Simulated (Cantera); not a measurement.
A closed system holds: 1 mol Ti, 0.55 mol CH₄, at 99000 Pa.

These are equilibrium values from Cantera (NASA tables, ideal gas, pure condensed phases), not measurements of a reactor. Candidate condensed phases: C, C₆H₆, C₇H₈, C₈H₁₈, Ti, TiC; 77 gas species. Mutual solubility and eutectic melting of coexisting phases are not modelled. TiC: taken at fixed stoichiometry. Condensed phases not in the tables: N, O or C dissolved in the metal. Rates play no part.

x: gas mole fraction; n: condensed amount in mol.

```tsv
T (°C)	x H₂	x H	x CH₄	n Ti(α)	n TiC(s)	n Ti(β)
827	1.00	___	2.50e-10	0.450	0.550	0
877	1.00	___	3.91e-10	0.450	0.550	0
927	1.00	___	6.00e-10	0	0.550	0.450
977	1.00	___	8.89e-10	0	0.550	0.450
1027	1.000	___	1.28e-9	0	0.550	0.450
1077	1.000	___	1.78e-9	0	0.550	0.450
1127	1.000	___	2.44e-9	0	0.550	0.450
1177	1.000	___	3.25e-9	0	0.550	0.450
```

Fill in the missing entries.


- 827, x H: 2.60e-8
- 877, x H: 7.50e-8
- 927, x H: 1.98e-7
- 977, x H: 4.86e-7
- 1027, x H: 1.11e-6
- 1077, x H: 2.40e-6
- 1127, x H: 4.89e-6
- 1177, x H: 9.51e-6
